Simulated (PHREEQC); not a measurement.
Dissolve 2.2 mol/kgw LiBr, 1 mol/kgw CaCl2 and 4.7 mol/kgw NaCl at 25 °C. Closed to the air; pH follows from the charge balance.

Equilibrium calculation in PHREEQC: Pitzer model, pitzer.dat.

```yaml
ionic_strength: 9.90 mol/kgw
activity_of_water: 0.556
density: 1.318 g/cm³
osmotic_coefficient: 1.939
```

| species | molality | activity | log γ |
|---|---|---|---|
| Cl- | 6.70 | 4.81 | -0.144 |
| Na+ | 4.70 | 29.5 | 0.798 |
| Br- | 2.20 | 2.64 | 0.080 |
| Li+ | 2.20 | 60.1 | 1.437 |
| Ca+2 | 1.00 | 75.3 | 1.877 |
| OH- | 6.04e-8 | 1.97e-9 | -1.486 |
| H+ | 6.04e-8 | 2.85e-6 | 1.674 |

Precipitation was switched off in this run. Examples of supersaturated solids here: Halite. Others may be too.
